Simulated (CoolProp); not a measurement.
The fluid at 293.15 K and 0.728 MPa is throttled through a valve to 0.0824 MPa with no heat exchange. The same conditions are run with several fluids, on thermodynamics alone (safety and materials aside).

Computed with CoolProp (reference Helmholtz-energy equation of state of each fluid (normal hydrogen: Leachman 2009; ethylene: Smukala 2000; C2F6 (R116): Lemmon 2006; R13: Platzer 1990; sulfur hexafluoride: Guder 2009)). The equations of Platzer and Polt are older, rougher fits.

| fluid | temperature change (K) | final density (kg/m³) |
|---|---|---|
| normal hydrogen | +0.2 | 0.0681 |
| ethylene | (withheld) | 0.977 |
| C2F6 (R116) | (withheld) | 4.81 |
| R13 | (withheld) | (withheld) |
| sulfur hexafluoride | -6.9 | 5.11 |

Task: Some entries are withheld; supply them.

Result: 
- ethylene, temperature change (K): -7.1
- C2F6 (R116), temperature change (K): -6.0
- R13, temperature change (K): -8.1
- R13, final density (kg/m³): 3.66
